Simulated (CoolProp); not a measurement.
Vapour-liquid equilibrium of R227EA (1) + isobutane (2) at 256.2 K; x and y are mole fractions of (1).

Computed with CoolProp (multi-fluid Helmholtz-energy mixture model, Lemmon 2016 and Bücker 2006; pair parameters Bell 2016).

```
x     bubble pressure, mixture model (MPa)  bubble pressure, Raoult's law (MPa)  y, mixture model  y, Raoult's law
----  ------------------------------------  -----------------------------------  ----------------  ---------------
0.05                                0.1013                              0.08309        (withheld)            0.059
0.15                                0.1223                              0.08473             0.394            0.175
0.25                                0.1312                              0.08637             0.463            0.286
0.35                                0.1348                              0.08802        (withheld)            0.392
0.45                                0.1362                              0.08966        (withheld)            0.495
0.55                            (withheld)                              0.09130        (withheld)            0.595
0.65                                0.1358                              0.09294        (withheld)            0.690
0.75                            (withheld)                              0.09458             0.616            0.783
0.85                                0.1256                              0.09622        (withheld)            0.872
0.95                                0.1106                              0.09787             0.855            0.958
```

Some entries are withheld; supply them.


- 0.05, y, mixture model: 0.218
- 0.35, y, mixture model: 0.498
- 0.45, y, mixture model: 0.521
- 0.55, bubble pressure, mixture model (MPa): 0.1366
- 0.55, y, mixture model: 0.542
- 0.65, y, mixture model: 0.571
- 0.75, bubble pressure, mixture model (MPa): 0.1329
- 0.85, y, mixture model: 0.697

The largest gap from Raoult's law is +53.1 % in bubble pressure, at x = 0.35. y crosses x between x = 0.45 and 0.55: the model has an azeotrope there.

The pair parameters rest on a limited set of measurements; away from them the model extrapolates. With so large a gap from Raoult's law the liquid may split in two, which this calculation doesn't test in full.
